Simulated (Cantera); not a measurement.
A closed system holds: 1 mol CaCl₂, 240 mol N₂, at 2.80e-5 bar.

These are equilibrium values from Cantera (NASA tables, ideal gas, pure condensed phases), not measurements of a reactor. Candidate condensed phases: Ca, CaCl₂; 8 gas species. Equilibrium is a limit: real reactors are often held back by kinetics, nucleation or transport.

Which condensed phases are stable at each of these points (T (K)): 948, 973, 998, 1023, 1048, 1073, 1098, 1123, 1148, 1173, 1198, 1223?


```tsv
T (K)	condensed phases	Ca condensed (%)
948	CaCl₂(s)	97.6
973	CaCl₂(s)	93.4
998	CaCl₂(s)	82.5
1023	CaCl₂(s)	56.2
1048	gas only	0.0
1073	gas only	0.0
1098	gas only	0.0
1123	gas only	0.0
1148	gas only	0.0
1173	gas only	0.0
1198	gas only	0.0
1223	gas only	0.0
```

From 948 K to 1023 K the condensed part is CaCl₂(s). From 1048 K to 1223 K nothing is condensed.
